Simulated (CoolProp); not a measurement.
A Linde-Hampson liquefier for CF4 (R14): isothermal reversible compression at 300 K from 1 atm to 25 MPa, throttling to 1 atm, return gas leaving the recuperator 0 K below the feed. Each further row changes one setting.

Model: reference Helmholtz-energy equation of state, Platzer 1990, in CoolProp. This equation is an older, rougher fit; its heat capacities, sound speeds and derivatives of the liquid may be far off and weren't checked against measurements.

```
case                        liquid yield per pass  compression work (kJ/kg of gas)
--------------------------  ---------------------  -------------------------------
as stated                                   0.287                              140
high pressure 50 MPa                        0.289                              163
warm-end temperature 330 K                  0.222                              160
warm-end gap 5 K                            0.276                              140
```
